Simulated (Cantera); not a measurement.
Input: 1 mol CaCO3, 0.3 mol O2, a varied amount of N2, equilibrated at 1252 °C and 13.3 mbar.

Cantera equilibrium calculation (NASA polynomials, part measured and part estimated; ideal gas, pure solids and liquids). Candidate condensed phases: C, Ca, CaCO3, CaO; 27 gas species. The numbers say what is thermodynamically allowed, not how fast it happens.

Task: At 28 mol N2, list the 5 most abundant gas species with their mole fractions, and the condensed phases.

Result: N2 0.955, CO2 0.0341, O2 0.0101, NO 0.000333, CO 2.08e-5. Condensed: CaO(s).
